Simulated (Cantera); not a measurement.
An isothermal, constant-pressure homogeneous reactor starts with 2.31 % CH4, 96.4 % H2, 1.25 % H, at 1525 K and 0.0400 bar.

Computed with Cantera and GRI-Mech 3.0 (53 species, 325 reactions). GRI-Mech 3.0 stops at C3 and has no aromatics, soot or wall deposition, so with more carbon than oxygen in the feed, carbon stays in small species such as C2H2 where larger ones or solid carbon would form. Radical loss at walls, strong at low pressure, is not modelled.

**Question.** Predict: x(CH4) at 10.0 s; x(H2) at 10.0 s; x(H) at 10.0 s; x(CH2) at 10.0 s.

**Answer.** 
```
Property                                             Result
----------------  -----------------------------------------
x(CH4) at 10.0 s     0.0149 (gas-phase equilibrium 0.00255)
x(H2) at 10.0 s         0.981 (gas-phase equilibrium 0.987)
x(H) at 10.0 s    0.000109 (gas-phase equilibrium 0.000118)
x(CH2) at 10.0 s   3.14e-9 (gas-phase equilibrium 6.35e-10)
```
